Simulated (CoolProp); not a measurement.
Toluene along the isotherm 308.8 K: Z from the reference equation and from simpler models built on Tc = 591.7 K, pc = 41.26 bar, ω = 0.266; each cubic takes its own stable root.

The numbers come from the reference Helmholtz-energy equation of state, Lemmon 2006 in CoolProp. It is a short technical equation, of lower accuracy than the large ones.

```
p (bar)   phase  reference
-------  ------  ---------
6.88     liquid    0.02895
13.8     liquid    0.05803
20.6     liquid    0.08657
27.5     liquid     0.1155
34.4     liquid     0.1444
41.3     liquid     0.1732
48.1     liquid     0.2016
55       liquid     0.2304
61.9     liquid     0.2591
68.8     liquid     0.2878
75.6     liquid     0.3161
82.5     liquid     0.3447
89.4     liquid     0.3733
96.3     liquid     0.4018
103      liquid     0.4295
```

Question: How far does each simpler model (van der Waals, Redlich-Kwong, Soave-Redlich-Kwong, Peng-Robinson) lie from the reference over these 15 states: mean and median of the absolute difference, and the worst?

Answer: 
- van der Waals: mean 68.0 %, median 67.9 %, worst +70.1 % at 308.8 K and 6.88 bar
- Redlich-Kwong: mean 14.4 %, median 14.4 %, worst +14.8 % at 308.8 K and 6.88 bar
- Soave-Redlich-Kwong: mean 12.0 %, median 12.0 %, worst +12.2 % at 308.8 K and 6.88 bar
- Peng-Robinson: mean 0.4 %, median 0.4 %, worst -0.4 % at 308.8 K and 103 bar
